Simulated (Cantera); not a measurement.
What does this Cantera script print?

```python
import numpy as np
import cantera as ct

gas_names = """
    H HI H2 I I2 Na NaH NaI Na2
""".split()
cond_names = """
    I2(cr) I2(L) Na(cr) Na(L) NaI(s) NaI(L)
""".split()


def load(file, names, dense=False):
    # The tables refer to 1 bar. Condensed volumes are neglected.
    table = {s.name: s for s in ct.Species.list_from_file(file)}
    out = []
    for n in names:
        d = dict(table[n].input_data)
        d["thermo"] = dict(d["thermo"], **{"reference-pressure": 1e5})
        if dense:
            d["equation-of-state"] = {"model": "constant-volume", "density": "1e6 g/cm^3"}
        out.append(ct.Species.from_dict(d))
    return out


gas = ct.Solution(thermo="ideal-gas", species=load("nasa_gas.yaml", gas_names))
cond = {s.name: ct.Solution(thermo="fixed-stoichiometry", species=[s], name=s.name)
        for s in load("nasa_condensed.yaml", cond_names, dense=True)}
atoms = {
    'NaI': {'Na': 1, 'I': 1},
    'H2': {'H': 2},
}
top_T = {}  # K; cautious upper limits of use, not melting points


def equilibrate(T, P, feed):
    n = {}
    for name, mol in feed.items():
        for a, k in atoms[name].items():
            n[a] = n.get(a, 0.0) + k * mol
    gas.TPX = T, P, n
    mass = sum(n.values()) * gas.mean_molecular_weight
    gas.equilibrate("TP")
    valid = [c for c in cond.values() if c.min_temp <= T <= top_T.get(c.name, c.max_temp)]
    mix = ct.Mixture([(gas, mass / gas.mean_molecular_weight)] + [(c, 0.0) for c in valid])
    mix.T, mix.P = T, P
    mix.equilibrate("TP", solver="vcs", rtol=1e-11, max_steps=5000)
    return mix


results = []
T = 1825  # K
P = 87  # Pa
for m in [1.5, 3, 5.9, 11, 22, 44, 86, 170]:
    feed = {'NaI': 1, 'H2': m}  # mol
    mix = equilibrate(T, P, feed)
    results.append((T, P, feed, dict(zip(mix.species_names, mix.species_moles))))

top = {s: max(r[3][s] / sum(r[3][g] for g in gas_names) for r in results) for s in gas_names}
cols = sorted((s for s in top if top[s] > 1e-06), key=lambda s: -top[s])[:8]
seen = [c for c in cond_names if any(r[3].get(c, 0) > 1e-12 for r in results)]
print("log10 of partial pressures in bar; condensed amounts in mol")
print(f"{'n(H2)':>10s}" + "".join(f"{s[:9]:>10s}" for s in cols + seen))
for T, P, feed, n in results:
    ng = sum(n[g] for g in gas_names)
    print(f"{feed['H2']:10.4g}" + "".join(f"{np.log10(max(n[s] / ng * P / 1e5, 1e-99)):10.3f}" for s in cols)
          + "".join(f"{n.get(c, 0):10.4g}" for c in seen))
```

Result:

```
log10 of partial pressures in bar; condensed amounts in mol
     n(H2)        H2       NaI        Na         I         H        HI       NaH        I2
       1.5    -3.360    -3.780    -3.890    -3.898    -5.036    -5.585    -7.745    -8.943
         3    -3.244    -4.024    -4.011    -4.021    -4.978    -5.650    -7.808    -9.189
       5.9    -3.171    -4.330    -4.164    -4.175    -4.942    -5.767    -7.924    -9.495
        11    -3.129    -4.666    -4.332    -4.343    -4.921    -5.914    -8.071    -9.832
        22    -3.101    -5.098    -4.547    -4.559    -4.907    -6.116    -8.273   -10.264
        44    -3.085    -5.583    -4.790    -4.802    -4.899    -6.351    -8.507   -10.750
        86    -3.077    -6.094    -5.045    -5.057    -4.894    -6.602    -8.758   -11.260
       170    -3.072    -6.642    -5.319    -5.332    -4.892    -6.874    -9.030   -11.809
```

Equilibrium computed with Cantera from the NASA thermochemical tables; the gas is ideal and each condensed phase is pure. Gases not in the tables: NaBr and NaI dimers.
